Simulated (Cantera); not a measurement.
A Cantera script and what it prints.

```python
import numpy as np
import cantera as ct

gas_names = """
    B BH BH2 BH3 BN B2 H H2 N NH NH2 NH3 N2 N2H2 N2H4
""".split()
cond_names = """
    B(b) B(L) BN(s)
""".split()


# ... load() reads the species with a 1 bar reference pressure and builds the phases ...
atoms = {
    'BN': {'B': 1, 'N': 1},
    'H2': {'H': 2},
}
top_T = {'BN(s)': 3200}  # K; cautious upper limits of use, not melting points


# ... equilibrate(T, P, feed) seeds the gas with the atoms and calls Mixture.equilibrate('TP', solver="gibbs", rtol=1e-10, max_steps=50000) ...
results = []
feed = {'BN': 1, 'H2': 190}  # mol
P = 13332.2  # Pa
for T in [750, 850, 950, 1050, 1150, 1250, 1350, 1450, 1550, 1650, 1750, 1850, 1950, 2050]:
    mix = equilibrate(T, P, feed)
    results.append((T, P, feed, dict(zip(mix.species_names, mix.species_moles))))
    x = sorted(zip(gas.X, gas.species_names), reverse=True)
    print(f"T = {T:g} K  P = {P:g} Pa  gas = {mix.phase_moles(0):.4g} mol")
    print("   x: " + "  ".join(f"{s} {v:.3e}" for v, s in x if v > 0.001))
    print("   condensed (mol): " + ("  ".join(f"{mix.phase(i).name} {mix.phase_moles(i):.4g}"
          for i in range(1, mix.n_phases) if mix.phase_moles(i) > 1e-12) or "none"))
```

Result:

```
T = 750 K  P = 13332.2 Pa  gas = 190 mol
   x: H2 1.000e+00
   condensed (mol): BN(s) 1
T = 850 K  P = 13332.2 Pa  gas = 190 mol
   x: H2 1.000e+00
   condensed (mol): BN(s) 1
T = 950 K  P = 13332.2 Pa  gas = 190 mol
   x: H2 1.000e+00
   condensed (mol): BN(s) 1
T = 1050 K  P = 13332.2 Pa  gas = 190 mol
   x: H2 1.000e+00
   condensed (mol): BN(s) 1
T = 1150 K  P = 13332.2 Pa  gas = 190 mol
   x: H2 1.000e+00
   condensed (mol): BN(s) 1
T = 1250 K  P = 13332.2 Pa  gas = 190 mol
   x: H2 1.000e+00
   condensed (mol): BN(s) 1
T = 1350 K  P = 13332.2 Pa  gas = 190 mol
   x: H2 1.000e+00
   condensed (mol): BN(s) 1
T = 1450 K  P = 13332.2 Pa  gas = 190 mol
   x: H2 1.000e+00
   condensed (mol): BN(s) 0.9998
T = 1550 K  P = 13332.2 Pa  gas = 190 mol
   x: H2 9.999e-01
   condensed (mol): BN(s) 0.9991
T = 1650 K  P = 13332.2 Pa  gas = 190 mol
   x: H2 9.997e-01
   condensed (mol): BN(s) 0.9965
T = 1750 K  P = 13332.2 Pa  gas = 190.1 mol
   x: H2 9.993e-01
   condensed (mol): BN(s) 0.9884
T = 1850 K  P = 13332.2 Pa  gas = 190.2 mol
   x: H2 9.983e-01  H 1.474e-03
   condensed (mol): BN(s) 0.9658
T = 1950 K  P = 13332.2 Pa  gas = 190.4 mol
   x: H2 9.961e-01  H 3.133e-03
   condensed (mol): B(b) 0.08791  BN(s) 0.8437
T = 2050 K  P = 13332.2 Pa  gas = 190.9 mol
   x: H2 9.914e-01  H 6.186e-03  N2 1.828e-03
   condensed (mol): B(b) 0.5774  BN(s) 0.3018
```

Method: chemical equilibrium by Gibbs-energy minimisation in Cantera with the NASA 1993 tables (ideal gas, pure condensed phases). Mutual solubility and eutectic melting of coexisting phases are not modelled. The tables' values for BH2 are old estimates; treat these amounts as uncertain. Gases not in the tables: B2H6 and higher boranes.
